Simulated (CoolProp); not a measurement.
Saturation properties of octamethylcyclotetrasiloxane (D4).

The numbers come from the reference Helmholtz-energy equation of state, Thol 2015 in CoolProp.

```
T (K)    p (MPa)  liquid density (kg/m³)  vapour density (kg/m³)  enthalpy of vaporisation (kJ/kg)  surface tension (mN/m)
-----  ---------  ----------------------  ----------------------  --------------------------------  ----------------------
315.5  0.0004466                   930.9                 0.05055                             179.1                    16.7
328.8   0.001004                   915.5                  0.1091                             174.3                    15.7
342.2   0.002089                   899.9                  0.2186                             169.5                    14.8
355.6   0.004043                   884.1                  0.4084                             164.8                    13.8
368.9   0.007317                   868.3                  0.7153                             160.1                    12.8
382.3    0.01259                   852.0                   1.194                             155.4                    11.9
395.7    0.02064                   835.5                   1.906                             150.7                    10.9
409      0.03234                   818.7                   2.917                             145.9                    10.0
422.4    0.04897                   801.3                   4.331                             141.0                    9.13
435.8    0.07175                   783.4                   6.247                             136.0                    8.23
449.1     0.1019                   765.1                   8.769                             130.8                    7.37
```

It boils at 448.9 K under 1 atm.

Surface tension comes from a separate correlation (Mulero 2014), older than this fluid's equation and unchecked against measurements.
